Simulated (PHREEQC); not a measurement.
## Nickel, zinc or cadmium bath (model solution)

Dissolve 2.4 mmol/kgw CdCl2 at 25 °C. Closed to the air; pH follows from the charge balance.

Model: ion-association model, wateq4f.dat, run in PHREEQC.

Precipitation was switched off in this run.

Q: What pH, ionic strength does the model give?

A: pH 6.25; ionic strength 0.00610 mol/kgw.

Q: In which forms is Cd present?

A: Cd+2 77 %, CdCl+ 22 % of the Cd.
